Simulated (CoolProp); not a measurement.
The fluid at 407.53 K and 0.195 MPa flows at 6.7 m/s in a round tube of 25 mm bore and 1.5 µm roughness, fully developed (64/Re and Nu = 3.66 if laminar; Colebrook and Gnielinski if turbulent). The same conditions are run with several fluids, on thermodynamics alone (safety and materials aside).

Model: reference Helmholtz-energy equation of state of each fluid (R125: Lemmon 2005; R142b: Lemmon 2006; propylene: Lemmon 2013; methane: Setzmann 1991; sulfur hexafluoride: Guder 2009), in CoolProp.

```json
[
 {"fluid": "R125", "Reynolds number": "67200", "Darcy friction factor": "0.0198", "pressure drop (Pa/m)": "124", "heat-transfer coefficient (W/(m² K))": "123", "mass flow (kg/h)": "82.6"},
 {"fluid": "R142b", "Reynolds number": "69500", "Darcy friction factor": "0.0197", "pressure drop (Pa/m)": "104", "heat-transfer coefficient (W/(m² K))": "110", "mass flow (kg/h)": "69.7"},
 {"fluid": "propylene", "Reynolds number": "35000", "Darcy friction factor": "0.0228", "pressure drop (Pa/m)": "50.1", "heat-transfer coefficient (W/(m² K))": "100.0", "mass flow (kg/h)": "29.0"},
 {"fluid": "methane", "Reynolds number": "10700", "Darcy friction factor": "0.0304", "pressure drop (Pa/m)": "25.3", "heat-transfer coefficient (W/(m² K))": "64.6", "mass flow (kg/h)": "10.9"},
 {"fluid": "sulfur hexafluoride", "Reynolds number": "70700", "Darcy friction factor": "0.0196", "pressure drop (Pa/m)": "149", "heat-transfer coefficient (W/(m² K))": "124", "mass flow (kg/h)": "100"}
]
```

Transport values come from each fluid's own correlations; those of R142b, propylene are estimates that may be off by 10 % or more.
